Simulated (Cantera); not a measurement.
Cantera run:

```python
import numpy as np
import cantera as ct

gas_names = [...]  # 92 gases of nasa_gas.yaml made of C, H, N
cond_names = """
    C(gr) C6H6(L) C7H8(L) C8H18(L),n-octa
""".split()


# ... load() reads the species with a 1 bar reference pressure and builds the phases ...
atoms = {
    'C3H6': {'C': 3, 'H': 6},
    'H2': {'H': 2},
    'N2': {'N': 2},
}
top_T = {'C(gr)': 4500}  # K; cautious upper limits of use, not melting points


# ... equilibrate(T, P, feed) seeds the gas with the atoms and calls Mixture.equilibrate('TP', solver="vcs", rtol=1e-11, max_steps=5000) ...
results = []
feed = {'C3H6': 1, 'H2': 3, 'N2': 14}  # mol
P = 10000  # Pa
for T in [600, 800, 1000, 1200, 1400, 1600, 1800, 2000]:
    mix = equilibrate(T, P, feed)
    results.append((T, P, feed, dict(zip(mix.species_names, mix.species_moles))))

top = {s: max(r[3][s] / sum(r[3][g] for g in gas_names) for r in results) for s in gas_names}
cols = sorted((s for s in top if top[s] > 0.001), key=lambda s: -top[s])[:9]
seen = [c for c in cond_names if any(r[3].get(c, 0) > 1e-12 for r in results)]
print("log10 of partial pressures in bar; condensed amounts in mol")
print(f"{'T/K':>10s}" + "".join(f"{s[:9]:>10s}" for s in cols + seen))
for T, P, feed, n in results:
    ng = sum(n[g] for g in gas_names)
    print(f"{T:10.4g}" + "".join(f"{np.log10(max(n[s] / ng * P / 1e5, 1e-99)):10.3f}" for s in cols)
          + "".join(f"{n.get(c, 0):10.4g}" for c in seen))
```

Result:

```
log10 of partial pressures in bar; condensed amounts in mol
       T/K        N2        H2       CH4       HCN         H     C(gr)
       600    -1.109    -1.962    -1.950   -11.482   -17.316    0.9823
       800    -1.150    -1.550    -2.972    -8.378   -12.313     2.789
      1000    -1.155    -1.525    -4.070    -6.625    -9.407     2.983
      1200    -1.155    -1.523    -4.848    -5.467    -7.466     2.996
      1400    -1.155    -1.523    -5.411    -4.643    -6.075     2.995
      1600    -1.155    -1.524    -5.835    -4.028    -5.027      2.98
      1800    -1.156    -1.526    -6.165    -3.553    -4.209      2.94
      2000    -1.158    -1.531    -6.434    -3.176    -3.554      2.85
```

Equilibrium computed with Cantera from the NASA thermochemical tables; the gas is ideal and each condensed phase is pure.
